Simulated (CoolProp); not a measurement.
R410A along the isotherm 362.1 K: density (kg/m³) from the reference equation and from simpler models built on Tc = 344.5 K, pc = 4.901 MPa, ω = 0.296; each cubic takes its own stable root.

Values from CoolProp's reference Helmholtz-energy equation of state, Lemmon 2003. It is a pseudo-pure fit of the blend.

```csv
p (MPa),phase,reference
0.817,gas,20.80
1.63,gas,44.12
2.45,gas,71.16
3.27,gas,103.2
4.08,gas,142.3
4.9,gas,194.9
5.72,supercritical,274.4
6.53,supercritical,418.5
7.35,supercritical,590.4
8.17,supercritical,676.4
8.99,supercritical,727.0
9.8,supercritical,762.2
10.6,supercritical,789.2
11.4,supercritical,811.3
12.3,supercritical,832.3
```

### Question
How far does each simpler model (van der Waals, Soave-Redlich-Kwong) lie from the reference over these 15 states: mean and median of the absolute difference, and the worst?

### Answer
- van der Waals: mean 14.5 %, median 6.2 %, worst -30.9 % at 362.1 K and 12.3 MPa
- Soave-Redlich-Kwong: mean 12.3 %, median 13.7 %, worst -22.9 % at 362.1 K and 8.17 MPa
